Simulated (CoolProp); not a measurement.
Sulfur hexafluoride along the isotherm 295.2 K: density (kg/m³) from the reference equation and from simpler models built on Tc = 318.7 K, pc = 37.55 bar, ω = 0.210; each cubic takes its own stable root.

Values from CoolProp's reference Helmholtz-energy equation of state, Guder 2009.

| p (bar) | phase | reference |
|---|---|---|
| 0.594 | gas | 3.559 |
| 0.924 | gas | 5.558 |
| 1.44 | gas | 8.715 |
| 2.24 | gas | 13.69 |
| 3.49 | gas | 21.66 |
| 5.43 | gas | 34.58 |
| 8.46 | gas | 56.29 |
| 13.2 | gas | 95.32 |
| 20.5 | gas | 178.6 |
| 31.9 | liquid | 1406 |
| 49.7 | liquid | 1452 |
| 77.4 | liquid | 1502 |
| 121 | liquid | 1560 |
| 188 | liquid | 1623 |

**Question.** How far does each simpler model (van der Waals, Soave-Redlich-Kwong) lie from the reference over these 14 states: mean and median of the absolute difference, and the worst?

**Answer.** 
- van der Waals: mean 12.2 %, median 2.9 %, worst -35.9 % at 295.2 K and 31.9 bar
- Soave-Redlich-Kwong: mean 2.5 %, median 0.1 %, worst -11.4 % at 295.2 K and 31.9 bar
